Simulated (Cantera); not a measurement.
Input: 1 mol SiC, 0.014 mol CO2, 19 mol H2, equilibrated at 1773.15 K and 1330 Pa.

Method: chemical equilibrium by Gibbs-energy minimisation in Cantera with the NASA 1993 tables (ideal gas, pure condensed phases). Candidate condensed phases: C, C6H6, C7H8, C8H18, H2O, Si, SiC, SiO2; 123 gas species. Rates play no part.

Base state: H2 0.996, H 0.00246, CO 0.00112, SiO 0.000353, Si 2.67e-5 (mole fractions); condensed: SiC(s).

### Question
What changes in the equilibrium state with this change: pressure from 1330 Pa to 10000 Pa?

### Answer
| species | before | after |
|---|---|---|
| H2 | 0.996 | 0.998 |
| CO | 0.00112 | 0.00110 |
| H | 0.00246 | 0.000900 |
| Si | 2.67e-5 | 3.67e-6 |
| SiO | 0.000353 | 0.000370 |
| CH4 | 1.42e-6 | 1.04e-5 |
| SiC(s), mol | 0.993 | 0.993 |
